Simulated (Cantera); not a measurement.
**Pyrogenic steam for wet oxidation**

An isothermal, constant-pressure homogeneous reactor starts with H₂ : O₂ : N₂ = 1.5 : 1 : 4.7 (molar parts), equivalence ratio 0.75, at 1400 K and 0.148 atm.

Cantera simulation using the H2/O2 subset of GRI-Mech 3.0, which has no nitrogen chemistry; the numbers are that mechanism's predictions, not measurements. The temperature is held fixed by assumption; the heat of reaction is taken as removed at once.

```
t (s)         x H₂    x O₂    x H₂O       x O    x HO₂
--------  --------  ------  -------  --------  -------
0.000100     0.204   0.137  0.00278  0.000419  5.89e-6
0.000388    0.0266  0.0547    0.148    0.0199  6.40e-6
0.00151     0.0147  0.0452    0.199   0.00680  6.11e-6
0.00585    0.00234  0.0392    0.228  0.000810  4.05e-6
0.0227    0.000150  0.0387    0.232   5.04e-5  7.34e-7
0.0881     1.48e-5  0.0387    0.232   5.11e-6  9.28e-8
0.342      2.83e-6  0.0387    0.233   9.94e-7  2.87e-8
1.33       1.42e-6  0.0387    0.233   4.95e-7  2.42e-8
5.15       1.39e-6  0.0387    0.233   4.84e-7  2.41e-8
20.0       1.39e-6  0.0387    0.233   4.84e-7  2.41e-8
```
x: mole fraction; the columns are a selection and need not sum to one.

Equilibrium at this temperature and pressure: H₂ 1.39e-6, O₂ 0.0387, H₂O 0.233, O 4.84e-7, HO₂ 2.41e-8 (gas phase only).
